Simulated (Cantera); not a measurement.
Charge: 1 mol MgO, 0.9 mol SO₃, 1.6 mol N₂, equilibrated at 11000 Pa.

Equilibrium computed with Cantera from the NASA thermochemical tables; the gas is ideal and each condensed phase is pure. Candidate condensed phases: Mg, MgO, MgS, MgSO₄, S; 22 gas species. Mutual solubility and eutectic melting of coexisting phases are not modelled. The numbers say what is thermodynamically allowed, not how fast it happens.

x: gas mole fraction; n: condensed amount in mol.

```
T (K)   x N₂    x SO₂     x O₂     x SO₃        x NO       x O  n MgO(s)  n MgSO₄(s)
-----  -----  -------  -------  --------  ----------  --------  --------  ----------
1048   0.986  0.00905  0.00452  0.000213  (withheld)  1.28e-10     0.115       0.885
1123   0.907   0.0608   0.0304   0.00176  (withheld)   2.31e-9     0.210       0.790
1198   0.545    0.297    0.148   0.00990  (withheld)   2.79e-8      1.00           0
1273   0.544    0.300    0.150   0.00569  (withheld)   1.26e-7      1.00           0
1348   0.543    0.302    0.151   0.00346  (withheld)   4.78e-7      1.00           0
1423   0.543    0.303    0.151   0.00221  (withheld)   1.58e-6      1.00           0
1498   0.542    0.304    0.151   0.00148  (withheld)   4.63e-6      1.00           0
1573   0.542    0.304    0.151   0.00103  (withheld)   1.23e-5      1.00           0
1648   0.542    0.304    0.151  0.000740  (withheld)   2.97e-5      1.00           0
```

### Question
Complete the blanks.

### Answer

- 1048, x NO: 8.50e-6
- 1123, x NO: 4.26e-5
- 1198, x NO: 0.000135
- 1273, x NO: 0.000232
- 1348, x NO: 0.000377
- 1423, x NO: 0.000580
- 1498, x NO: 0.000854
- 1573, x NO: 0.00121
- 1648, x NO: 0.00166
